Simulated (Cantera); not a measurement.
A perfectly stirred reactor is fed with NO : N₂ = 1 : 3.6 (molar parts), at 1.50 bar; it is held at 2173 K, and followed from long to short residence time.

Computed with Cantera and GRI-Mech 3.0 (53 species, 325 reactions).

| quantity | before | after |
|---|---|---|
| x(NO) at τ = 7.70 s | 0.0147 | 0.0232 |
| x(NO₂) at τ = 7.70 s | 1.64e-5 | 3.90e-5 |
| x(N₂O) at τ = 7.70 s | 7.00e-7 | 9.86e-7 |
| x(O₂) at τ = 7.70 s | 0.101 | 0.226 |
| x(O) at τ = 7.70 s | 0.000594 | 0.000888 |
| x(NO) at τ = 96.0 ms | 0.147 | 0.262 |
| x(NO₂) at τ = 96.0 ms | 0.000101 | 0.000307 |
| x(N₂O) at τ = 96.0 ms | 1.13e-5 | 3.40e-5 |
| x(O₂) at τ = 96.0 ms | 0.0351 | 0.106 |
| x(O) at τ = 96.0 ms | 0.000368 | 0.000629 |

Question: What was changed between the two runs?
(A) temperature 2173 to 1550 K
(B) N2 3.6 to 1.1 parts
(C) pressure from 1.50 bar to 20.0 Torr
(D) temperature 2173 to 1825 K

Answer: B, N2 3.6 to 1.1 parts
